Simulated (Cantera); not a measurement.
# Equilibrium for iron carbonyl, mercury and lead vapours: PbO + O2 + N2

Charge: 1 mol PbO, 0.12 mol O2, a varied amount of N2, at 75.0 Torr.

Equilibrium computed with Cantera from the NASA thermochemical tables; the gas is ideal and each condensed phase is pure. Candidate condensed phases: Pb, PbO, PbO2, Pb3O4; 12 gas species. The numbers say what is thermodynamically allowed, not how fast it happens.

Stable condensed phases:

```
T in K \ n(N2) in mol
         2.4 3.1 4.2 5.6 7.5  10  13  18  24  32  43  57  76
   1548    A   A   A   B   B   B   B   B   B   B   B   B   B
   1498    A   A   A   A   A   B   B   B   B   B   B   B   B
   1448    A   A   A   A   A   A   A   A   B   B   B   B   B
   1398    A   A   A   A   A   A   A   A   A   A   B   B   B
   1348    A   A   A   A   A   A   A   A   A   A   A   A   A
   1298    A   A   A   A   A   A   A   A   A   A   A   A   A
   1248    A   A   A   A   A   A   A   A   A   A   A   A   A
   1198    A   A   A   A   A   A   A   A   A   A   A   A   A
   1148    A   A   A   A   A   A   A   A   A   A   A   A   A
   1098    A   A   A   A   A   A   A   A   A   A   A   A   A
   1048    A   A   A   A   A   A   A   A   A   A   A   A   A
    998    A   A   A   A   A   A   A   A   A   A   A   A   A
    948    A   A   A   A   A   A   A   A   A   A   A   A   A
    898    A   A   A   A   A   A   A   A   A   A   A   A   A
```

A: PbO; B: gas only.
